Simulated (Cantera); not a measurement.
Adiabatic ignition

An adiabatic, constant-volume homogeneous reactor starts with CH₄ : O₂ : N₂ : H₂O = 1 : 4.44 : 16.7 : 0.56 (molar parts), at 1523 K and 8.20 bar.

Detailed kinetics in Cantera: GRI-Mech 3.0 (53 species, 325 reactions).

```json
[
 {"t (s)": "4.00e-6", "T (K)": "1523", "P (bar)": "8.20", "x CH₄": "0.0440", "x O₂": "0.196", "x H₂O": "0.0247", "x CH₂CO": "<1e-12", "x C₂H₆": "4.01e-9", "x C₂H₂": "<1e-12"},
 {"t (s)": "8.25e-6", "T (K)": "1523", "P (bar)": "8.20", "x CH₄": "0.0440", "x O₂": "0.196", "x H₂O": "0.0247", "x CH₂CO": "<1e-12", "x C₂H₆": "5.06e-8", "x C₂H₂": "<1e-12"},
 {"t (s)": "1.70e-5", "T (K)": "1523", "P (bar)": "8.20", "x CH₄": "0.0440", "x O₂": "0.196", "x H₂O": "0.0247", "x CH₂CO": "1.65e-11", "x C₂H₆": "8.21e-7", "x C₂H₂": "1.10e-11"},
 {"t (s)": "3.50e-5", "T (K)": "1523", "P (bar)": "8.20", "x CH₄": "0.0439", "x O₂": "0.195", "x H₂O": "0.0248", "x CH₂CO": "2.25e-9", "x C₂H₆": "1.61e-5", "x C₂H₂": "6.51e-10"},
 {"t (s)": "7.22e-5", "T (K)": "1529", "P (bar)": "8.23", "x CH₄": "0.0428", "x O₂": "0.195", "x H₂O": "0.0256", "x CH₂CO": "2.88e-7", "x C₂H₆": "0.000196", "x C₂H₂": "5.11e-8"},
 {"t (s)": "0.000149", "T (K)": "2588", "P (bar)": "14.0", "x CH₄": "<1e-12", "x O₂": "0.105", "x H₂O": "0.107", "x CH₂CO": "<1e-12", "x C₂H₆": "<1e-12", "x C₂H₂": "<1e-12"},
 {"t (s)": "0.000307", "T (K)": "2587", "P (bar)": "14.0", "x CH₄": "<1e-12", "x O₂": "0.105", "x H₂O": "0.107", "x CH₂CO": "<1e-12", "x C₂H₆": "<1e-12", "x C₂H₂": "<1e-12"},
 {"t (s)": "0.000632", "T (K)": "2581", "P (bar)": "14.0", "x CH₄": "<1e-12", "x O₂": "0.103", "x H₂O": "0.107", "x CH₂CO": "<1e-12", "x C₂H₆": "<1e-12", "x C₂H₂": "<1e-12"},
 {"t (s)": "0.00130", "T (K)": "2572", "P (bar)": "13.9", "x CH₄": "<1e-12", "x O₂": "0.101", "x H₂O": "0.107", "x CH₂CO": "<1e-12", "x C₂H₆": "<1e-12", "x C₂H₂": "<1e-12"},
 {"t (s)": "0.00269", "T (K)": "2562", "P (bar)": "13.9", "x CH₄": "<1e-12", "x O₂": "0.0990", "x H₂O": "0.108", "x CH₂CO": "<1e-12", "x C₂H₆": "<1e-12", "x C₂H₂": "<1e-12"},
 {"t (s)": "0.00554", "T (K)": "2555", "P (bar)": "13.8", "x CH₄": "<1e-12", "x O₂": "0.0976", "x H₂O": "0.108", "x CH₂CO": "<1e-12", "x C₂H₆": "<1e-12", "x C₂H₂": "<1e-12"},
 {"t (s)": "0.0114", "T (K)": "2554", "P (bar)": "13.8", "x CH₄": "<1e-12", "x O₂": "0.0974", "x H₂O": "0.108", "x CH₂CO": "<1e-12", "x C₂H₆": "<1e-12", "x C₂H₂": "<1e-12"},
 {"t (s)": "0.0235", "T (K)": "2554", "P (bar)": "13.8", "x CH₄": "<1e-12", "x O₂": "0.0973", "x H₂O": "0.108", "x CH₂CO": "<1e-12", "x C₂H₆": "<1e-12", "x C₂H₂": "<1e-12"},
 {"t (s)": "0.0485", "T (K)": "2554", "P (bar)": "13.8", "x CH₄": "<1e-12", "x O₂": "0.0973", "x H₂O": "0.108", "x CH₂CO": "<1e-12", "x C₂H₆": "<1e-12", "x C₂H₂": "<1e-12"},
 {"t (s)": "0.100", "T (K)": "2554", "P (bar)": "13.8", "x CH₄": "<1e-12", "x O₂": "0.0973", "x H₂O": "0.108", "x CH₂CO": "<1e-12", "x C₂H₆": "<1e-12", "x C₂H₂": "<1e-12"}
]
```
x: mole fraction; the columns are a selection and need not sum to one.

The time of steepest temperature rise comes out as 0.135 ms and the temperature at 0.100 s comes out as 2554 K. The equilibrium temperature comes out as 2554 K and the x(CH₄) at 0.100 s comes out as <1e-12 (gas-phase equilibrium <1e-12). The x(O₂) at 0.100 s is 0.0973 (gas-phase equilibrium 0.0973) and the x(H₂O) at 0.100 s comes out as 0.108 (gas-phase equilibrium 0.108).
